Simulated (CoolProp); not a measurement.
Properties of n-perfluoropentane along the isotherm 425 K.

The numbers come from the reference Helmholtz-energy equation of state, Gao 2022 in CoolProp.

| p (kPa) | phase | Z | cp (kJ/(kg K)) |
|---|---|---|---|
| 103 | gas | 0.9834 | 0.9792 |
| 206 | gas | 0.9664 | 0.9836 |
| 309 | gas | 0.9489 | 0.9885 |
| 413 | gas | 0.9308 | 0.9941 |
| 516 | gas | 0.9122 | [?] |
| 619 | gas | [?] | 1.007 |
| 722 | gas | 0.8733 | [?] |
| 825 | gas | [?] | 1.024 |
| 928 | gas | [?] | [?] |
| 1030 | gas | 0.8093 | 1.047 |

What belongs in the gaps?


- 516, cp (kJ/(kg K)): 1.000
- 619, Z: 0.8931
- 722, cp (kJ/(kg K)): 1.015
- 825, Z: 0.8527
- 928, Z: 0.8314
- 928, cp (kJ/(kg K)): 1.035
